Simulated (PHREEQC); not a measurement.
Na2CO3 is added in steps, without added water, to 1 kg of water holding 9.9 mmol/kgw H2SO4, 21 mmol/kgw CuSO4 and 1.2 mmol/kgw NiSO4, at 25 °C. Oxygen is held at 0.21 atm. No CO2 enters from the air. Solids allowed: Cu(OH)2, Malachite, Brochantite, Antlerite, Ni(OH)2, NiCO3, Ni4(OH)6SO4, Mirabilite, Chalcanthite, Morenosite, Nahcolite, Natron. Others were left out.

Base run: PHREEQC, ion-association model, wateq4f.dat. Each further column changes one thing. The table gives pH.

```csv
Na2CO3 added (mol),base,0.013 mol/kgw K2CO3 added,CuSO4 from 0.021 to 0.042 mol/kgw,NiSO4 from 0.0012 to 0.00108 mol/kgw,no solid may form
0,2.00,4.39,2.08,2.00,2.00
0.0032,2.19,4.50,2.26,2.19,2.19
0.0048,2.32,4.57,2.39,2.32,2.32
0.008,2.76,4.74,2.83,2.76,2.76
0.0096,3.53,4.76,3.57,3.53,3.53
0.0128,4.38,4.80,4.15,4.38,5.52
0.0144,4.43,4.85,4.17,4.43,5.73
0.0176,4.56,5.14,4.21,4.56,6.01
0.0192,4.65,5.44,4.24,4.65,6.12
0.0224,4.76,5.95,4.30,4.76,6.30
0.024,4.78,6.11,4.34,4.78,6.39
0.0272,4.84,6.39,4.42,4.84,6.55
0.0288,4.94,6.51,4.47,4.94,6.63
0.032,5.40,6.78,4.60,5.40,6.81
```

 The database's nickel carbonate constants are estimates that later reviews lower a good deal. In at least one series the solution becomes supersaturated in solids that the run did not let form, among them Cu(OH)2, Malachite, Brochantite, Antlerite.
